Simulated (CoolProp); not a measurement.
c-C4F8 (RC318) at 293.15 K and 0.0667 MPa is throttled through a valve to 0.0271 MPa with no heat exchange. Each further row changes one setting.

The numbers come from the reference Helmholtz-energy equation of state, Platzer 1990 in CoolProp. This equation is an older, rougher fit.

```tsv
case	temperature change (K)	final density (kg/m³)
as stated	-0.6	2.25
outlet pressure 0.00813 MPa	-0.9	0.671
outlet pressure 0.0352 MPa	-0.5	2.93
```
